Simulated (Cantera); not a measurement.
An adiabatic, constant-volume homogeneous reactor starts with 23.2 % H2, 16.1 % O2, 60.6 % N2, at 1375 K and 30000 Pa.

Detailed kinetics in Cantera: GRI-Mech 3.0 (53 species, 325 reactions).

x: mole fraction; the columns are a selection and need not sum to one.

| t (s) | T (K) | P (bar) | x H2 | x O2 | x NO2 | x N2O | x NO | x OH |
|---|---|---|---|---|---|---|---|---|
| 4.00e-6 | 1375 | 0.300 | 0.232 | 0.161 | <1e-12 | <1e-12 | <1e-12 | 7.72e-9 |
| 1.10e-5 | 1375 | 0.300 | 0.232 | 0.161 | <1e-12 | <1e-12 | <1e-12 | 6.48e-8 |
| 3.03e-5 | 1375 | 0.300 | 0.232 | 0.161 | <1e-12 | 2.46e-12 | <1e-12 | 5.74e-6 |
| 8.35e-5 | 1660 | 0.358 | 0.0358 | 0.0643 | 2.87e-10 | 3.03e-8 | 5.96e-6 | 0.0170 |
| 0.000230 | 2313 | 0.478 | 0.0341 | 0.0537 | … | 7.12e-8 | 9.12e-5 | 0.0324 |
| 0.000632 | 2734 | 0.549 | 0.0240 | 0.0484 | … | 3.92e-7 | 0.00145 | 0.0346 |
| 0.00174 | 2751 | 0.551 | 0.0234 | 0.0462 | … | 4.58e-7 | 0.00643 | 0.0337 |
| 0.00479 | 2745 | 0.550 | 0.0235 | 0.0437 | … | 5.12e-7 | 0.0125 | 0.0328 |
| 0.0132 | 2744 | 0.549 | 0.0236 | 0.0431 | 3.32e-6 | 5.31e-7 | 0.0141 | 0.0326 |
| 0.0363 | 2744 | 0.549 | 0.0236 | 0.0431 | 3.33e-6 | 5.31e-7 | 0.0141 | 0.0326 |
| 0.100 | 2744 | 0.549 | 0.0236 | 0.0431 | 3.33e-6 | 5.31e-7 | 0.0141 | 0.0326 |

Problem. Complete the blanks.

Solution. 
- 0.000230, x NO2: 6.92e-9
- 0.000632, x NO2: 3.36e-7
- 0.00174, x NO2: 1.56e-6
- 0.00479, x NO2: 2.98e-6
